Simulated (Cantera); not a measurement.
# Thermodynamics of chlorosilane synthesis and conversion, feed Si + HCl + H₂

A closed system holds: 1 mol Si, 1.9 mol HCl, 5.5 mol H₂, at 2.30 bar.

Equilibrium computed with Cantera from the NASA thermochemical tables; the gas is ideal and each condensed phase is pure. Candidate condensed phases: Si; 19 gas species. The tables' values for SiCl₃ are old estimates; treat these amounts as uncertain. The numbers say what is thermodynamically allowed, not how fast it happens.

From 950 K to 1650 K the condensed part is Si(s). The main Si-bearing gas is SiCl₄ at 950 K and SiCl₂ at 1650 K. The share of Si in condensed phases is highest at 1450 K (53.3 %) and lowest at 950 K (46.1 %).

```json
[
 {"T (K)": "950", "x H₂": "0.917", "x HCl": "0.00478", "x SiCl₂": "3.81e-5", "x SiCl₄": "0.0399", "x SiHCl₃": "0.0351", "x SiCl₃": "0.000214", "x SiH₂Cl₂": "0.00313", "x SiH₃Cl": "6.98e-5", "n Si(s)": "0.461"},
 {"T (K)": "1050", "x H₂": "0.912", "x HCl": "0.0111", "x SiCl₂": "0.000252", "x SiCl₄": "0.0390", "x SiHCl₃": "0.0333", "x SiCl₃": "0.000737", "x SiH₂Cl₂": "0.00324", "x SiH₃Cl": "8.20e-5", "n Si(s)": "0.473"},
 {"T (K)": "1150", "x H₂": "0.904", "x HCl": "0.0219", "x SiCl₂": "0.00116", "x SiCl₄": "0.0366", "x SiHCl₃": "0.0307", "x SiCl₃": "0.00197", "x SiH₂Cl₂": "0.00323", "x SiH₃Cl": "9.18e-5", "n Si(s)": "0.491"},
 {"T (K)": "1250", "x H₂": "0.892", "x HCl": "0.0377", "x SiCl₂": "0.00401", "x SiCl₄": "0.0320", "x SiHCl₃": "0.0269", "x SiCl₃": "0.00423", "x SiH₂Cl₂": "0.00308", "x SiH₃Cl": "9.79e-5", "n Si(s)": "0.511"},
 {"T (K)": "1350", "x H₂": "0.875", "x HCl": "0.0576", "x SiCl₂": "0.0107", "x SiCl₄": "0.0248", "x SiHCl₃": "0.0216", "x SiCl₃": "0.00728", "x SiH₂Cl₂": "0.00274", "x SiH₃Cl": "9.89e-5", "n Si(s)": "0.528"},
 {"T (K)": "1450", "x H₂": "0.856", "x HCl": "0.0784", "x SiCl₂": "0.0221", "x SiCl₄": "0.0161", "x SiHCl₃": "0.0152", "x SiCl₃": "0.00987", "x SiH₂Cl₂": "0.00221", "x SiH₃Cl": "9.37e-5", "n Si(s)": "0.533"},
 {"T (K)": "1550", "x H₂": "0.839", "x HCl": "0.0954", "x SiCl₂": "0.0362", "x SiCl₄": "0.00838", "x SiHCl₃": "0.00906", "x SiCl₃": "0.0104", "x SiH₂Cl₂": "0.00160", "x SiH₃Cl": "8.34e-5", "n Si(s)": "0.525"},
 {"T (K)": "1650", "x H₂": "0.827", "x HCl": "0.106", "x SiCl₂": "0.0484", "x SiCl₄": "0.00359", "x SiHCl₃": "0.00470", "x SiCl₃": "0.00890", "x SiH₂Cl₂": "0.00105", "x SiH₃Cl": "7.07e-5", "n Si(s)": "0.513"}
]
```
x: gas mole fraction; n: condensed amount in mol.
